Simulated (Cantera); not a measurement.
An adiabatic, constant-pressure homogeneous reactor starts with CH3OH : O2 : N2 = 1 : 0.625 : 2.35 (molar parts), equivalence ratio 2.4, at 1025 K and 380000 Pa.

Cantera simulation using GRI-Mech 3.0 (53 species, 325 reactions); the numbers are that mechanism's predictions, not measurements. GRI-Mech 3.0 was tuned for natural gas; its chemistry of methanol as a main component is partial and can be far from experiment.

Task: Predict: time of steepest temperature rise; temperature at 0.100 s; equilibrium temperature; x(O2) at 0.100 s; x(H) at 0.100 s; x(HCN) at 0.100 s; x(NO) at 0.100 s.

Result: 
- time of steepest temperature rise: 81.0 ms
- temperature at 0.100 s: 2067 K
- equilibrium temperature: 2067 K
- x(O2) at 0.100 s: 7.57e-8 (gas-phase equilibrium 7.57e-8)
- x(H) at 0.100 s: 0.000549 (gas-phase equilibrium 0.000549)
- x(HCN) at 0.100 s: 9.56e-8 (gas-phase equilibrium 3.08e-7)
- x(NO) at 0.100 s: 1.29e-6 (gas-phase equilibrium 4.12e-6)
